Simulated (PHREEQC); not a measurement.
NaOH is added in steps, without added water, to 1 kg of water holding 0.2 mol/kgw NH4Cl, 5.4e-05 mol/kgw Na2CO3 and 0.0091 mol/kgw LiCl, at 20 °C. O2 is buffered at 0.21 atm. No CO2 enters from the air. Only these solids could form: Halite.

Base run: PHREEQC, ion-association model, phreeqc.dat. Each further column changes one thing. The table gives pH.

| NaOH added (mol) | base | temperature from 20 to 50 °C | diluted 100-fold with water | LiCl from 0.0091 to 0.091 mol/kgw | no solid may form |
|---|---|---|---|---|---|
| 0 | 6.21 | 5.45 | 6.27 | 6.23 | 6.21 |
| 0.03 | 8.84 | 7.98 | 12.54 | 8.87 | 8.84 |
| 0.06 | 9.22 | 8.37 | 12.83 | 9.25 | 9.22 |
| 0.09 | 9.50 | 8.65 | 13.00 | 9.53 | 9.50 |
| 0.11 | 9.68 | 8.82 | 13.08 | 9.71 | 9.68 |
| 0.14 | 9.96 | 9.10 | 13.17 | 9.99 | 9.96 |
| 0.17 | 10.34 | 9.49 | 13.25 | 10.37 | 10.34 |
| 0.2 | 11.45 | 10.57 | 13.31 | 11.46 | 11.45 |

 At this temperature some constants are extrapolated from 25 °C, and those without enthalpy data are left unchanged.
